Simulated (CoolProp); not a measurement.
Saturation properties of CH3F (R41).

Values from CoolProp's reference Helmholtz-energy equation of state, Lemmon 2006. It is a short technical equation, of lower accuracy than the large ones.

```json
[
 {"T (K)": "154", "p (bar)": "0.05393", "liquid density (kg/m³)": "961.5", "vapour density (kg/m³)": "0.1444", "liquid cp (kJ/(kg K))": "2.071"},
 {"T (K)": "162.6", "p (bar)": "0.1151", "liquid density (kg/m³)": "945.2", "vapour density (kg/m³)": "?", "liquid cp (kJ/(kg K))": "2.062"},
 {"T (K)": "171.2", "p (bar)": "0.2253", "liquid density (kg/m³)": "928.6", "vapour density (kg/m³)": "0.5480", "liquid cp (kJ/(kg K))": "2.058"},
 {"T (K)": "179.8", "p (bar)": "?", "liquid density (kg/m³)": "911.7", "vapour density (kg/m³)": "0.9577", "liquid cp (kJ/(kg K))": "2.059"},
 {"T (K)": "188.4", "p (bar)": "?", "liquid density (kg/m³)": "894.4", "vapour density (kg/m³)": "1.581", "liquid cp (kJ/(kg K))": "2.064"},
 {"T (K)": "197", "p (bar)": "1.142", "liquid density (kg/m³)": "876.5", "vapour density (kg/m³)": "2.488", "liquid cp (kJ/(kg K))": "2.075"},
 {"T (K)": "205.5", "p (bar)": "1.766", "liquid density (kg/m³)": "858.4", "vapour density (kg/m³)": "3.743", "liquid cp (kJ/(kg K))": "?"},
 {"T (K)": "214.1", "p (bar)": "2.641", "liquid density (kg/m³)": "839.4", "vapour density (kg/m³)": "5.470", "liquid cp (kJ/(kg K))": "2.115"},
 {"T (K)": "222.7", "p (bar)": "3.817", "liquid density (kg/m³)": "?", "vapour density (kg/m³)": "7.768", "liquid cp (kJ/(kg K))": "2.145"},
 {"T (K)": "231.3", "p (bar)": "5.358", "liquid density (kg/m³)": "?", "vapour density (kg/m³)": "10.77", "liquid cp (kJ/(kg K))": "?"}
]
```

Problem. Fill in the missing entries.

Solution. 
- 162.6, vapour density (kg/m³): 0.2929
- 179.8, p (bar): 0.4104
- 188.4, p (bar): 0.7029
- 205.5, liquid cp (kJ/(kg K)): 2.091
- 222.7, liquid density (kg/m³): 819.6
- 231.3, liquid density (kg/m³): 798.9
- 231.3, liquid cp (kJ/(kg K)): 2.185

It boils at 194.8 K under 1 atm.
